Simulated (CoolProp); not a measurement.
The numbers come from the reference Helmholtz-energy equation of state, Fiedler 2023 in CoolProp.

Problem. Give the vapour pressure (MPa), vapour density (kg/m³), enthalpy of vaporisation (kJ/kg), liquid cp (kJ/(kg K)) of saturated tetrahydrofuran at 369.8 K.

Solution. 
```json
[
 {"T (K)": "369.8", "p (MPa)": "0.249", "vapour density (kg/m³)": "6.19", "enthalpy of vaporisation (kJ/kg)": "392", "liquid cp (kJ/(kg K))": "2.02"}
]
```
